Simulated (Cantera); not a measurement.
Input (Python, Cantera):

```python
import numpy as np
import cantera as ct

gas = ct.Solution("h2o2.yaml")


def delay(T, t_max=10):
    gas.TPX = T, 170000, {'H2': 1, 'O2': 0.294, 'N2': 1.11, 'H2O': 0.33}
    reactor = ct.IdealGasConstPressureReactor(gas, clone=False)
    net = ct.ReactorNet([reactor])
    net.rtol, net.atol = 1e-8, 1e-16
    while net.time < t_max:
        t_old, T_old = net.time, reactor.T
        net.step()
        if reactor.T > T + 400:  # ignition: a rise of 400 K
            return t_old + (T + 400 - T_old) / (reactor.T - T_old) * (net.time - t_old)
    return np.nan


taus = []
for T in [975, 1050, 1125, 1200, 1275, 1350, 1425]:
    taus.append(delay(T))
    print(f"T0 = {T:6g} K   tau = {taus[-1]:.4e} s")
```

It prints:

```
T0 =    975 K   tau = 3.4108e-02 s
T0 =   1050 K   tau = 3.3413e-03 s
T0 =   1125 K   tau = 1.4606e-04 s
T0 =   1200 K   tau = 4.6590e-05 s
T0 =   1275 K   tau = 2.6848e-05 s
T0 =   1350 K   tau = 1.8396e-05 s
T0 =   1425 K   tau = 1.3883e-05 s
```

Detailed kinetics in Cantera: the H2/O2 subset of GRI-Mech 3.0, which has no nitrogen chemistry.
